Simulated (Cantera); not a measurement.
Feed: 1 mol CH3SiCl3, 1.2 mol C2H4, 30 mol H2, equilibrated at 0.100 bar.

Equilibrium computed with Cantera from the NASA thermochemical tables; the gas is ideal and each condensed phase is pure. Candidate condensed phases: C, C6H6, C7H8, C8H18, Si, SiC; 109 gas species. The feed counts by its element totals alone. The tables' values for SiCl are old estimates; treat these amounts as uncertain. Equilibrium is a limit: real reactors are often held back by kinetics, nucleation or transport.

Q: At 2023 K, list the 5 most abundant gas species with their mole fractions, and the condensed phases.

A: H2 0.910, HCl 0.0820, H 0.00573, SiCl2 0.00103, C2H2 (acetylene) 0.000813. Condensed: C(graphite) + SiC(s).
